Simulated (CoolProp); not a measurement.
Vapour-liquid equilibrium of acetone (1) + ethanol (2) at 1860 kPa; x and y are mole fractions of (1).

The numbers come from the multi-fluid Helmholtz-energy mixture model, Lemmon 2006 and Schroeder 2014; pair parameters Bell 2016 in CoolProp.

| x | bubble temperature (°C) | y at the bubble point | dew temperature at overall composition x (°C) | liquid density (mol/L) |
|---|---|---|---|---|
| 0.05 | 176.1 | 0.065 | 176.3 | 12.89 |
| 0.15 | 174.4 | 0.182 | 174.8 | 12.50 |
| 0.25 | 173.1 | 0.284 | 173.5 | 12.13 |
| 0.35 | 172.3 | 0.377 | 172.5 | 11.76 |
| 0.45 | 171.7 | 0.464 | 171.8 | 11.42 |
| 0.55 | 171.6 | 0.550 | 171.6 | 11.09 |
| 0.65 | 171.8 | 0.636 | 171.8 | 10.79 |
| 0.75 | 172.4 | 0.727 | 172.6 | 10.50 |
| 0.85 | 173.5 | 0.827 | 173.8 | 10.22 |
| 0.95 | 175.2 | 0.938 | 175.4 | 9.953 |

y crosses x between x = 0.45 and 0.55: the model has an azeotrope there.

The pair parameters rest on a limited set of measurements; away from them the model extrapolates.
